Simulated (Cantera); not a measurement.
An adiabatic, constant-pressure homogeneous reactor starts with CH4 : O2 : N2 = 1 : 3.39 : 12.7 (molar parts), at 1400 K and 4.60 bar. Integrator tolerance rtol = 1e-08.

Model: GRI-Mech 3.0 (53 species, 325 reactions), integrated in Cantera.

**Question.** What does this change do: pressure from 4.60 bar to 0.400 bar?

**Answer.** 
```json
[
 {"quantity": "time of steepest temperature rise", "before": "0.799 ms", "after": "5.43 ms"},
 {"quantity": "temperature at 1.00 s", "before": "2493 K", "after": "2422 K"},
 {"quantity": "equilibrium temperature", "before": "2493 K", "after": "2422 K"},
 {"quantity": "x(CH4) at 1.00 s", "before": "<1e-12 (gas-phase equilibrium <1e-12)", "after": "<1e-12 (gas-phase equilibrium <1e-12)"},
 {"quantity": "x(O2) at 1.00 s", "before": "0.0738 (gas-phase equilibrium 0.0738)", "after": "0.0749 (gas-phase equilibrium 0.0749)"},
 {"quantity": "x(C2H2) at 1.00 s", "before": "<1e-12 (gas-phase equilibrium <1e-12)", "after": "<1e-12 (gas-phase equilibrium <1e-12)"},
 {"quantity": "x(CH2CO) at 1.00 s", "before": "<1e-12 (gas-phase equilibrium <1e-12)", "after": "<1e-12 (gas-phase equilibrium <1e-12)"},
 {"quantity": "x(C2H) at 1.00 s", "before": "<1e-12 (gas-phase equilibrium <1e-12)", "after": "<1e-12 (gas-phase equilibrium <1e-12)"},
 {"quantity": "x(CH2O) at 1.00 s", "before": "6.85e-12 (gas-phase equilibrium 6.85e-12)", "after": "2.86e-12 (gas-phase equilibrium 2.86e-12)"}
]
```

**Question.** What does this change do: O2 3.39 to 4.7 parts?

**Answer.** 
```tsv
quantity	before	after
time of steepest temperature rise	0.799 ms	0.540 ms
temperature at 1.00 s	2493 K	2428 K
equilibrium temperature	2493 K	2428 K
x(CH4) at 1.00 s	<1e-12 (gas-phase equilibrium <1e-12)	<1e-12 (gas-phase equilibrium <1e-12)
x(O2) at 1.00 s	0.0738 (gas-phase equilibrium 0.0738)	0.137 (gas-phase equilibrium 0.137)
x(C2H2) at 1.00 s	<1e-12 (gas-phase equilibrium <1e-12)	<1e-12 (gas-phase equilibrium <1e-12)
x(CH2CO) at 1.00 s	<1e-12 (gas-phase equilibrium <1e-12)	<1e-12 (gas-phase equilibrium <1e-12)
x(C2H) at 1.00 s	<1e-12 (gas-phase equilibrium <1e-12)	<1e-12 (gas-phase equilibrium <1e-12)
x(CH2O) at 1.00 s	6.85e-12 (gas-phase equilibrium 6.85e-12)	1.67e-12 (gas-phase equilibrium 1.67e-12)
```
